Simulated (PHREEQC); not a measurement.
Solution (15 °C): 52 mmol/kgw CaCl2, 6.5 mmol/kgw CO2 and 7.2 mmol/kgw KCl. Closed to the air; pH follows from the charge balance.

Computed with PHREEQC (ion-association model, wateq4f.dat).

This is a speciation only: nothing precipitates in the calculation.

Question: Estimate the pH.

Answer: pH 4.25.
